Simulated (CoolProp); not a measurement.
Vapour-liquid equilibrium of hydrogen chloride (1) + propane (2) at 1.13 MPa; x and y are mole fractions of (1).

Computed with CoolProp (multi-fluid Helmholtz-energy mixture model, Thol 2018 and Lemmon 2009; pair parameters Bell 2016).

```csv
x,"bubble temperature, mixture model (K)","bubble temperature, Raoult's law (K)","y, mixture model","y, Raoult's law"
0.05,294.3,297.7,0.232,0.208
0.2,271.6,281.6,0.620,0.568
0.35,260.1,270.5,0.763,0.748
0.5,254.2,262.2,0.829,0.852
0.65,250.6,255.7,0.872,0.917
0.8,247.8,250.4,0.914,0.961
0.95,245.3,245.9,0.972,0.992
```

The largest gap from Raoult's law is -10.4 K in bubble temperature, at x = 0.35. No azeotrope shows between x = 0.05 and 0.95.

Pair parameters are fitted to limited data, so mixtures are less certain than the pure fluids.
